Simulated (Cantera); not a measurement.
A perfectly stirred reactor is fed with H2 : O2 = 0.38 : 1 (molar parts), at 0.0100 bar; it is held at 1375 K, and followed from long to short residence time.

Model: GRI-Mech 3.0 (53 species, 325 reactions), integrated in Cantera. Radical loss at walls, strong at low pressure, is not modelled. The temperature is held fixed by assumption; the heat of reaction is taken as removed at once.

Problem. What does this change do: temperature 1375 to 948 K?

Solution. 
```csv
quantity,before,after
x(H2) at τ = 0.370 s,0.00308,0.00531
x(O2) at τ = 0.370 s,0.665,0.679
x(HO2) at τ = 0.370 s,4.61e-6,1.46e-5
x(H2O) at τ = 0.370 s,0.305,0.311
x(H2O2) at τ = 0.370 s,2.11e-7,5.11e-7
x(H2) at τ = 36.0 ms,0.0110,0.0194
x(O2) at τ = 36.0 ms,0.626,0.671
x(HO2) at τ = 36.0 ms,5.68e-6,1.70e-5
x(H2O) at τ = 36.0 ms,0.264,0.282
x(H2O2) at τ = 36.0 ms,2.71e-7,4.98e-7
```
Below about 950 K walls govern HO2 and H2O2 in real vessels.

Problem. What does this change do: H2 0.38 to 2.5 parts?

Solution. 
```tsv
quantity	before	after
x(H2) at τ = 0.370 s	0.00308	0.165
x(O2) at τ = 0.370 s	0.665	0.00910
x(HO2) at τ = 0.370 s	4.61e-6	2.78e-7
x(H2O) at τ = 0.370 s	0.305	0.717
x(H2O2) at τ = 0.370 s	2.11e-7	1.35e-7
x(H2) at τ = 36.0 ms	0.0110	0.153
x(O2) at τ = 36.0 ms	0.626	0.0367
x(HO2) at τ = 36.0 ms	5.68e-6	8.78e-7
x(H2O) at τ = 36.0 ms	0.264	0.550
x(H2O2) at τ = 36.0 ms	2.71e-7	1.90e-7
```
